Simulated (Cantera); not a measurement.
A perfectly stirred reactor is fed with NH3 : N2 = 1 : 0.25 (molar parts), at 8.25 Torr; it is held at 2223 K, and followed from long to short residence time.

Cantera simulation using the gas-phase N/H chemistry of the illustrative SiF4/NH3 mechanism in the Surface Chemkin manual (1991); the numbers are that mechanism's predictions, not measurements. Walls and surfaces, which speed up NH3 decomposition in real reactors, are not modelled.

Task: What does this change do: temperature 2223 to 2325 K?

Result: 
```tsv
quantity	before	after
x(NH3) at τ = 19.0 s	0.00462	0.000206
x(NH) at τ = 19.0 s	2.00e-5	2.68e-5
x(H) at τ = 19.0 s	0.00503	0.0284
x(NH2) at τ = 19.0 s	0.000110	2.88e-5
x(N) at τ = 19.0 s	8.51e-6	5.17e-5
x(NH3) at τ = 0.350 s	0.250	0.143
x(NH) at τ = 0.350 s	6.62e-5	9.02e-5
x(H) at τ = 0.350 s	0.000924	0.00176
x(NH2) at τ = 0.350 s	0.00157	0.00146
x(N) at τ = 0.350 s	6.57e-6	1.17e-5
```

Task: What does this change do: pressure from 8.25 Torr to 0.430 bar?

Result: 
| quantity | before | after |
|---|---|---|
| x(NH3) at τ = 19.0 s | 0.00462 | 0.000345 |
| x(NH) at τ = 19.0 s | 2.00e-5 | 3.61e-6 |
| x(H) at τ = 19.0 s | 0.00503 | 0.00779 |
| x(NH2) at τ = 19.0 s | 0.000110 | 1.26e-5 |
| x(N) at τ = 19.0 s | 8.51e-6 | 2.38e-6 |
| x(NH3) at τ = 0.350 s | 0.250 | 0.0128 |
| x(NH) at τ = 0.350 s | 6.62e-5 | 1.96e-5 |
| x(H) at τ = 0.350 s | 0.000924 | 0.00297 |
| x(NH2) at τ = 0.350 s | 0.00157 | 0.000181 |
| x(N) at τ = 0.350 s | 6.57e-6 | 4.93e-6 |
